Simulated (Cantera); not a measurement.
## Premixed flame

A freely propagating, adiabatic, planar premixed flame of CH4 : C2H6 : O2 : N2 = 1 : 0.14 : 2.59 : 9.75 (molar parts), unburnt at 700 K and 1.28 atm; multicomponent+Soret transport, grid criteria slope 0.08 and curve 0.16, no radiation.

Computed with Cantera and GRI-Mech 3.0 (53 species, 325 reactions). Burning velocities carry a grid error of a few per cent, more on coarse grids.

```csv
z (mm),T (K),u (m/s),x CH4,x C2H6,x O2,x H2,x CH2O,x C2H
-0.736,700,1.67,0.0741,0.0104,0.192,0.000653,1.70e-7,<1e-8
-0.491,702,1.67,0.0738,0.0104,0.192,0.00201,4.07e-6,<1e-8
-0.368,708,1.69,0.0731,0.0103,0.191,0.00356,1.80e-5,<1e-8
-0.245,750,1.80,0.0700,0.0102,0.188,0.00682,0.000143,<1e-8
-0.123,1058,2.57,0.0530,0.00782,0.161,0.0140,0.00107,<1e-8
-0.0613,1439,3.55,0.0314,0.00343,0.122,0.0192,0.00143,1.78e-8
0,1821,4.55,0.00837,0.000217,0.0740,0.0208,0.000829,6.46e-7
0.0613,1988,4.97,0.000714,8.22e-7,0.0447,0.0165,0.000146,4.16e-7
0.123,2036,5.08,2.97e-5,<1e-8,0.0340,0.0137,7.86e-6,1.99e-8
0.245,2089,5.18,5.94e-8,<1e-8,0.0282,0.0129,1.77e-8,<1e-8
0.491,2158,5.32,<1e-8,<1e-8,0.0249,0.0120,<1e-8,<1e-8
0.981,2240,5.49,<1e-8,<1e-8,0.0220,0.0101,<1e-8,<1e-8
1.96,2318,5.66,<1e-8,<1e-8,0.0191,0.00791,<1e-8,<1e-8
```
x: mole fraction of selected species; z is measured from the peak of heat release.

```yaml
laminar_burning_velocity: 167 cm/s
thermal_thickness: 0.245 mm
peak x(H2): 0.0211
peak x(CH2O): 0.00144
peak x(C2H): 8.63e-7
grid_points: 143
```
